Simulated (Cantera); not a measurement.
Feed: 1 mol CH3SiCl3, 4.2 mol H2, equilibrated at 623 Torr.

These are equilibrium values from Cantera (NASA tables, ideal gas, pure condensed phases), not measurements of a reactor. Candidate condensed phases: C, C6H6, C7H8, C8H18, Si, SiC; 109 gas species. The feed counts by its element totals alone. The tables' values for SiCl, SiCl3 are old estimates; treat these amounts as uncertain. Gases not in the tables: Si2H6 and higher silanes. The numbers say what is thermodynamically allowed, not how fast it happens. All values below are at 2450 K.

Base state: H2 0.615, HCl 0.303, SiCl2 0.0487, H 0.0173, Cl 0.00605, C2H2 (acetylene) 0.00537, SiCl 0.00147, SiCl3 0.00109 (mole fractions); condensed: C(graphite) + SiC(s).

### Question
What changes in the equilibrium state with this change: H2 from 4.2 to 16 mol?

### Answer
```tsv
species	before	after
H2	0.615	0.826
HCl	0.303	0.136
H	0.0173	0.0200
SiCl2	0.0487	0.00854
SiCl4	1.62e-5	4.23e-7
SiCl3	0.00109	7.42e-5
SiHCl3	2.65e-5	2.08e-6
C(graphite), mol	0.301	0
SiC(s), mol	0.615	0.787
```
